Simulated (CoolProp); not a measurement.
Vapour-liquid equilibrium of benzene (1) + m-xylene (2) at 52.65 °C; x and y are mole fractions of (1).

Model: multi-fluid Helmholtz-energy mixture model, Thol 2012 and Zhou 2012; pair parameters Bell 2016, in CoolProp.

```
x      bubble pressure, mixture model (MPa)  bubble pressure, Raoult's law (MPa)  y, mixture model  y, Raoult's law
-----  ------------------------------------  -----------------------------------  ----------------  ---------------
0.05                               0.006564                             0.006481             0.316            0.309
0.125                              0.009271                             0.009128             0.552            0.548
0.2                                 0.01192                              0.01177             0.680            0.680
0.275                               0.01454                              0.01442             0.761            0.763
0.35                                0.01714                              0.01707             0.817            0.820
0.425                               0.01973                              0.01972             0.859            0.862
0.5                                 0.02233                              0.02236             0.891            0.895
0.575                               0.02494                              0.02501             0.917            0.920
0.65                                0.02757                              0.02766             0.938            0.940
0.725                               0.03021                              0.03030             0.955            0.957
0.8                                 0.03287                              0.03295             0.970            0.971
0.875                               0.03554                              0.03560             0.983            0.983
0.95                                0.03822                              0.03824             0.994            0.994
```

The largest gap from Raoult's law is +1.6 % in bubble pressure, at x = 0.125. No azeotrope shows between x = 0.05 and 0.95.

The pair parameters rest on a limited set of measurements; away from them the model extrapolates.
